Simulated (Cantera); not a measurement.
Input (Python, Cantera):

```python
import numpy as np
import cantera as ct

gas = ct.Solution("SiF4_NH3_mec.yaml", "gas")
gas.TPX = 2323, 2666, {'NH3': 1, 'N2': 0.35}
reactor = ct.IdealGasConstPressureReactor(gas, energy="off", clone=False)
net = ct.ReactorNet([reactor])
net.rtol, net.atol = 1e-08, 1e-18
show = ['NH3', 'N', 'N2H2', 'H2', 'N2H4', 'H', 'N2']
times = np.geomspace(1e-05, 1, 11)

steps = ct.SolutionArray(gas, extra=["t"])
rows = []
print(f"{'t/s':>10s}{'T/K':>9s}{'P/Pa':>11s}" + "".join(f"{s:>11s}" for s in show))
for t in times:
    while net.time < t:
        t_next = net.step()
        steps.append(gas.state, t=t_next)
    rows.append([np.interp(t, steps.t, y) for y in (steps.T, steps.P, *steps(*show).X.T)])
    print(f"{t:10.3e}{rows[-1][0]:9.1f}{rows[-1][1]:11.4g}" + "".join(f"{x:11.3e}" for x in rows[-1][2:]))
rate = np.gradient(steps.T, steps.t)
print("integrator steps:", len(steps.t))
if steps.T.max() > steps.T[0] + 200:
    print(f"time of steepest temperature rise: {steps.t[rate.argmax()]:.4e} s")
gas.TPX = 2323, 2666, {'NH3': 1, 'N2': 0.35}
gas.equilibrate("TP")
print(f"equilibrium (TP): T = {gas.T:.1f} K  " + "  ".join(f"{s} {gas[s].X[0]:.3e}" for s in show))
```

It prints:

```
       t/s      T/K       P/Pa        NH3          N       N2H2         H2       N2H4          H         N2
 1.000e-05   2323.0       2666  7.406e-01  2.268e-12  1.013e-09  3.749e-05  7.568e-12  5.382e-06  2.592e-01
 3.162e-05   2323.0       2666  7.404e-01  1.003e-10  2.158e-08  1.303e-04  8.941e-11  5.397e-06  2.592e-01
 1.000e-04   2323.0       2666  7.396e-01  4.101e-09  3.297e-07  4.270e-04  9.285e-10  5.618e-06  2.591e-01
 3.162e-04   2323.0       2666  7.369e-01  7.341e-08  4.572e-06  1.530e-03  8.606e-09  8.723e-06  2.589e-01
 1.000e-03   2323.0       2666  7.264e-01  5.089e-07  2.429e-05  8.664e-03  3.719e-08  3.422e-05  2.594e-01
 3.162e-03   2323.0       2666  6.889e-01  1.995e-06  2.678e-05  4.101e-02  3.479e-08  1.114e-04  2.646e-01
 1.000e-02   2323.0       2666  5.851e-01  5.115e-06  2.050e-05  1.310e-01  2.178e-08  2.999e-04  2.793e-01
 3.162e-02   2323.0       2666  3.669e-01  8.355e-06  1.067e-05  3.196e-01  9.614e-09  7.520e-04  3.099e-01
 1.000e-01   2323.0       2666  1.099e-01  9.824e-06  2.470e-06  5.413e-01  1.707e-09  1.773e-03  3.458e-01
 3.162e-01   2323.0       2666  3.180e-03  1.108e-05  5.797e-08  6.300e-01  1.504e-11  6.682e-03  3.600e-01
 1.000e+00   2323.0       2666  9.674e-07  9.094e-07  8.957e-13  6.046e-01  5.669e-17  4.117e-02  3.543e-01
integrator steps: 1813
equilibrium (TP): T = 2323.0 K  NH3 9.257e-08  N 1.813e-07  N2H2 9.681e-14  H2 5.958e-01  N2H4 8.622e-19  H 5.182e-02  N2 3.523e-01
```

Cantera simulation using the gas-phase N/H chemistry of the illustrative SiF4/NH3 mechanism in the Surface Chemkin manual (1991); the numbers are that mechanism's predictions, not measurements. Walls and surfaces, which speed up NH3 decomposition in real reactors, are not modelled.
